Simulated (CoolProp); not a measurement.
Vapour-liquid equilibrium of acetone (1) + n-nonane (2) at 0.69 bar; x and y are mole fractions of (1).

The numbers come from the multi-fluid Helmholtz-energy mixture model, Lemmon 2006 and Lemmon 2006; pair parameters Bell 2016 in CoolProp.

```json
[
 {"x": "0.05", "bubble temperature (K)": "372.4", "y at the bubble point": "0.706", "dew temperature at overall composition x (K)": "408.2", "liquid density (mol/L)": "5.255"},
 {"x": "0.15", "bubble temperature (K)": "341.7", "y at the bubble point": "0.920", "dew temperature at overall composition x (K)": "404.4", "liquid density (mol/L)": "5.825"},
 {"x": "0.25", "bubble temperature (K)": "331.6", "y at the bubble point": "0.953", "dew temperature at overall composition x (K)": "400.2", "liquid density (mol/L)": "6.315"},
 {"x": "0.35", "bubble temperature (K)": "327.6", "y at the bubble point": "0.963", "dew temperature at overall composition x (K)": "395.6", "liquid density (mol/L)": "6.825"},
 {"x": "0.45", "bubble temperature (K)": "325.9", "y at the bubble point": "0.967", "dew temperature at overall composition x (K)": "390.4", "liquid density (mol/L)": "7.391"},
 {"x": "0.55", "bubble temperature (K)": "324.9", "y at the bubble point": "0.970", "dew temperature at overall composition x (K)": "384.4", "liquid density (mol/L)": "8.043"},
 {"x": "0.65", "bubble temperature (K)": "324.0", "y at the bubble point": "0.972", "dew temperature at overall composition x (K)": "377.2", "liquid density (mol/L)": "8.810"},
 {"x": "0.75", "bubble temperature (K)": "323.0", "y at the bubble point": "0.976", "dew temperature at overall composition x (K)": "368.2", "liquid density (mol/L)": "9.733"},
 {"x": "0.85", "bubble temperature (K)": "321.5", "y at the bubble point": "0.982", "dew temperature at overall composition x (K)": "355.6", "liquid density (mol/L)": "10.86"},
 {"x": "0.95", "bubble temperature (K)": "319.5", "y at the bubble point": "0.993", "dew temperature at overall composition x (K)": "332.7", "liquid density (mol/L)": "12.27"}
]
```

No azeotrope shows between x = 0.05 and 0.95.

The pair parameters rest on a limited set of measurements; away from them the model extrapolates. With so large a gap from Raoult's law the liquid may split in two, which this calculation doesn't test in full.
